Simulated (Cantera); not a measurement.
Hydrocarbon pyrolysis for carbon deposition

A perfectly stirred reactor is fed with CH₄ : N₂ = 1 : 15 (molar parts), at 100.0 Torr; it is held at 1500 K, and followed from long to short residence time.

Computed with Cantera and GRI-Mech 3.0 (53 species, 325 reactions). GRI-Mech 3.0 stops at C3 and has no aromatics, soot or wall deposition, so with more carbon than oxygen in the feed, carbon stays in small species such as C2H2 where larger ones or solid carbon would form.

```
τ (s)    x CH₄     x CH₂     x HCN      x H₂     x CH₃
------  ------  --------  --------  --------  --------
6.8     0.0260   6.32e-9   5.32e-8    0.0512   6.43e-5
1.8     0.0405   9.80e-9   1.44e-8    0.0306  0.000101
0.50    0.0518   1.39e-8   3.11e-9    0.0142  0.000137
0.14    0.0588   1.53e-8  3.60e-10   0.00434  0.000154
0.037   0.0619   7.26e-9  9.64e-12  0.000524  0.000108
0.010   0.0624   1.32e-9    <1e-12   4.58e-5   4.51e-5
0.0028  0.0625  1.50e-10    <1e-12   8.27e-6   1.49e-5
```
x: mole fraction; the columns are a selection and need not sum to one.
